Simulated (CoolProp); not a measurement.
C2F6 (R116) at 262.78 K and 0.854 MPa flows at 0.44 m/s in a round tube of 2 mm bore and 45 µm roughness, fully developed (64/Re and Nu = 3.66 if laminar; Colebrook and Gnielinski if turbulent). Each further row changes one setting.

The numbers come from the reference Helmholtz-energy equation of state, Lemmon 2006 in CoolProp. It is a short technical equation, of lower accuracy than the large ones.

```
case               Reynolds number  Darcy friction factor  pressure drop (Pa/m)  heat-transfer coefficient (W/(m² K))  mass flow (kg/h)
-----------------  ---------------  ---------------------  --------------------  ------------------------------------  ----------------
as stated                     4540                      ?                   179                                     ?             0.318
velocity 0.88 m/s             9080                      ?                   675                                   327                 ?
diameter 4 mm                 9080                      ?                     ?                                   132              1.27
```

Problem. Some entries are withheld; supply them.

Solution. 
- as stated, Darcy friction factor: 0.0580
- as stated, heat-transfer coefficient (W/(m² K)): 153
- velocity 0.88 m/s, Darcy friction factor: 0.0546
- velocity 0.88 m/s, mass flow (kg/h): 0.635
- diameter 4 mm, Darcy friction factor: 0.0448
- diameter 4 mm, pressure drop (Pa/m): 69.2

Viscosity comes from a separate model (Huber 2003), an estimate that may be off by 10 % or more. Thermal conductivity comes from a separate model (Huber 2003), an estimate that may be off by 10 % or more.
